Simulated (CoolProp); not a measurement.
C3F8 (R218) at 298.15 K and 1.76 MPa is throttled through a valve to 0.955 MPa with no heat exchange. Each further row changes one setting.

Model: reference Helmholtz-energy equation of state, Lemmon 2006, in CoolProp. It is a short technical equation, of lower accuracy than the large ones.

```tsv
case	temperature change (K)	final phase	final density (kg/m³)
as stated	___	liquid	1330
outlet pressure 0.286 MPa	___	two-phase, vapour fraction 0.414	___
outlet pressure 1.24 MPa	-0.1	liquid	1330
```

### Question
What belongs in the gaps?

### Answer

- as stated, temperature change (K): -0.2
- outlet pressure 0.286 MPa, temperature change (K): -35.9
- outlet pressure 0.286 MPa, final density (kg/m³): 65.1
